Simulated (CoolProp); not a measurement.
Computed with CoolProp (reference Helmholtz-energy equation of state, Akasaka 2023).

**Question.** For R1224YDZ, give the phase and the Z, cv (kJ/(kg K)), speed of sound (m/s), fugacity coefficient at 433 K and 0.741 MPa; 433 K and 1.48 MPa.

**Answer.** 
- 433 K and 0.741 MPa: gas; Z 0.922, cv 0.925, speed of sound 149, fugacity coefficient 0.927
- 433 K and 1.48 MPa: gas; Z 0.833, cv 0.946, speed of sound 137, fugacity coefficient 0.855
